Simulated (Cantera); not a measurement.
An adiabatic, constant-pressure homogeneous reactor starts with 10.4 % CH₄, 18.8 % O₂, 70.8 % N₂, equivalence ratio 1.1, at 1650 K and 1.70 bar.

Cantera simulation using GRI-Mech 3.0 (53 species, 325 reactions); the numbers are that mechanism's predictions, not measurements.

Problem. Predict: time of steepest temperature rise; temperature at 1.00 s; equilibrium temperature; x(O₂) at 1.00 s; x(N₂O) at 1.00 s; x(HO₂) at 1.00 s; x(OH) at 1.00 s.

Solution. 
```json
{
  "time_of_steepest_temperature_rise": "0.210 ms",
  "temperature at 1.00 s": "2844 K",
  "equilibrium_temperature": "2844 K",
  "x(O₂) at 1.00 s": "0.0132 (gas-phase equilibrium 0.0132)",
  "x(N₂O) at 1.00 s": "6.05e-7 (gas-phase equilibrium 6.05e-7)",
  "x(HO₂) at 1.00 s": "5.55e-6 (gas-phase equilibrium 5.55e-6)",
  "x(OH) at 1.00 s": "0.0202 (gas-phase equilibrium 0.0202)"
}
```
